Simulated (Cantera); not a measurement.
Charge: 1 mol SiCl4, 31 mol NH3, 32 mol H2, 0.039 mol Cl2, at 0.323 Torr.

Cantera equilibrium calculation (NASA polynomials, part measured and part estimated; ideal gas, pure solids and liquids). Candidate condensed phases: NH4Cl, Si, Si3N4; 28 gas species. The tables' values for SiCl, SiN are old estimates; treat these amounts as uncertain. Gases not in the tables: Si2H6 and higher silanes. Equilibrium is a limit: real reactors are often held back by kinetics, nucleation or transport.

x: gas mole fraction; n: condensed amount in mol.

```
T (K)   x H2   x N2   x HCl      x H      x Si   x SiCl2      x Cl  n Si3N4(s)  n Si(s)  n Si(l)
-----  -----  -----  ------  -------  --------  --------  --------  ----------  -------  -------
1048   0.802  0.156  0.0428  3.34e-7    <1e-12   6.53e-7   1.62e-8       0.333        0        0
1148   0.802  0.156  0.0427  3.09e-6    <1e-12   9.19e-6   1.45e-7       0.333        0        0
1248   0.802  0.156  0.0426  2.02e-5  2.65e-10   8.34e-5   9.16e-7       0.331        0        0
1348   0.802  0.156  0.0417  9.99e-5   3.75e-8  0.000522   4.33e-6       0.317        0        0
1448   0.802  0.157     [?]      [?]       [?]       [?]       [?]         [?]        0        0
1548   0.799  0.161  0.0332      [?]       [?]   0.00458       [?]           0      [?]        0
1648   0.797  0.161  0.0326  0.00383  0.000599   0.00474  0.000123           0    0.470        0
1748   0.789  0.160  0.0325  0.00979   0.00338   0.00447  0.000311           0        0    0.189
1848   0.773  0.158  0.0357   0.0225   0.00719   0.00236  0.000790           0        0        0
```

Q: Some entries are withheld; supply them.

A: 
- 1448, x HCl: 0.0383
- 1448, x H: 0.000398
- 1448, x Si: 2.65e-6
- 1448, x SiCl2: 0.00219
- 1448, x Cl: 1.55e-5
- 1448, n Si3N4(s): 0.263
- 1548, x H: 0.00133
- 1548, x Si: 7.39e-5
- 1548, x Cl: 4.40e-5
- 1548, n Si(s): 0.548
